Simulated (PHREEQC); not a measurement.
Make-up at 20 °C: 0.15 mol Ca(NO3)2 per kg of water. Closed to the air; pH follows from the charge balance.

Equilibrium calculation in PHREEQC: ion-association model, phreeqc.dat.

```yaml
ionic_strength: 0.450 mol/kgw
activity_of_water: 0.992
specific_conductance: 22000 µS/cm
density: 1.016 g/cm³
```

```json
[
 {"species": "NO3-", "molality": "0.300", "activity": "0.187", "log γ": "-0.204"},
 {"species": "Ca+2", "molality": "0.150", "activity": "0.0402", "log γ": "-0.572"},
 {"species": "H+", "molality": "1.60e-7", "activity": "1.23e-7", "log γ": "-0.114"},
 {"species": "OH-", "molality": "8.61e-8", "activity": "5.53e-8", "log γ": "-0.192"},
 {"species": "CaOH+", "molality": "7.35e-8", "activity": "5.39e-8", "log γ": "-0.135"}
]
```

This is a speciation only: nothing precipitates in the calculation.
